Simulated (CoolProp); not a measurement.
A single-stage vapour-compression cycle with C2F6 (R116): evaporating at 207.15 K (dew point), condensing at 244.15 K (bubble point), superheat 5 K, subcooling 0 K, compressor efficiency 0.65, no pressure losses. Each further row changes one setting.

Computed with CoolProp (reference Helmholtz-energy equation of state, Lemmon 2006). It is a short technical equation, of lower accuracy than the large ones.

```csv
case,cooling COP,pressure ratio,discharge temperature (K),refrigerating effect (kJ/kg),volumetric capacity (kJ/m³)
as stated,2.79,4.24,260.7,76.3,1180
evaporating temperature 212.15 K,3.42,3.38,258.6,78.9,1520
condensing temperature 239.15 K,3.39,3.59,254.8,81.8,1270
subcooling 5 K,2.99,4.24,260.7,81.8,1270
superheat 15 K,2.86,4.24,271.2,82.9,1220
compressor efficiency 0.55,2.36,4.24,266.9,76.3,1180
```
